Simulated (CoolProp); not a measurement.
Vapour pressure (bar) of decamethylcyclopentasiloxane (D5): the reference equation beside estimates from Tc = 618.3 K, pc = 10.78 bar, ω = 0.631. Clausius-Clapeyron is anchored at 416.8 K with a constant enthalpy of vaporisation of 49.25 kJ/mol.

The numbers come from the reference Helmholtz-energy equation of state, Thol 2019 in CoolProp.

```json
[
 {"T (K)": "369.4", "reference": "0.02088", "Lee-Kesler": "0.02279", "Clausius-Clapeyron": "0.02393", "van der Waals": "0.9134", "Redlich-Kwong": "0.2110", "Soave-Redlich-Kwong": "0.02269", "Peng-Robinson": "0.02474"},
 {"T (K)": "381.2", "reference": "0.03624", "Lee-Kesler": "0.03853", "Clausius-Clapeyron": "0.03930", "van der Waals": "1.093", "Redlich-Kwong": "0.2919", "Soave-Redlich-Kwong": "0.03840", "Peng-Robinson": "0.04126"},
 {"T (K)": "393.1", "reference": "0.06037", "Lee-Kesler": "0.06285", "Clausius-Clapeyron": "0.06291", "van der Waals": "1.298", "Redlich-Kwong": "0.3954", "Soave-Redlich-Kwong": "0.06270", "Peng-Robinson": "0.06649"},
 {"T (K)": "405", "reference": "0.09650", "Lee-Kesler": "0.09887", "Clausius-Clapeyron": "0.09795", "van der Waals": "1.526", "Redlich-Kwong": "0.5241", "Soave-Redlich-Kwong": "0.09872", "Peng-Robinson": "0.1035"},
 {"T (K)": "416.8", "reference": "0.1482", "Lee-Kesler": "0.1500", "Clausius-Clapeyron": "0.1482", "van der Waals": "1.777", "Redlich-Kwong": "0.6799", "Soave-Redlich-Kwong": "0.1499", "Peng-Robinson": "0.1556"},
 {"T (K)": "428.7", "reference": "0.2211", "Lee-Kesler": "0.2217", "Clausius-Clapeyron": "0.2199", "van der Waals": "2.057", "Redlich-Kwong": "0.8690", "Soave-Redlich-Kwong": "0.2218", "Peng-Robinson": "0.2283"},
 {"T (K)": "440.5", "reference": "0.3194", "Lee-Kesler": "0.3180", "Clausius-Clapeyron": "0.3183", "van der Waals": "2.362", "Redlich-Kwong": "1.091", "Soave-Redlich-Kwong": "0.3187", "Peng-Robinson": "0.3255"},
 {"T (K)": "452.4", "reference": "0.4508", "Lee-Kesler": "0.4467", "Clausius-Clapeyron": "0.4534", "van der Waals": "2.697", "Redlich-Kwong": "1.354", "Soave-Redlich-Kwong": "0.4484", "Peng-Robinson": "0.4550"},
 {"T (K)": "464.2", "reference": "0.6200", "Lee-Kesler": "0.6121", "Clausius-Clapeyron": "0.6325", "van der Waals": "3.059", "Redlich-Kwong": "1.657", "Soave-Redlich-Kwong": "0.6158", "Peng-Robinson": "0.6213"}
]
```

Absolute difference from the reference over all 9 rows, mean and median: Lee-Kesler 2.9 and 1.3 %, Clausius-Clapeyron 3.6 and 1.5 %, van der Waals 1575.8 and 1099.1 %, Redlich-Kwong 430.6 and 358.8 %, Soave-Redlich-Kwong 2.6 and 1.1 %, Peng-Robinson 6.8 and 5.0 %.
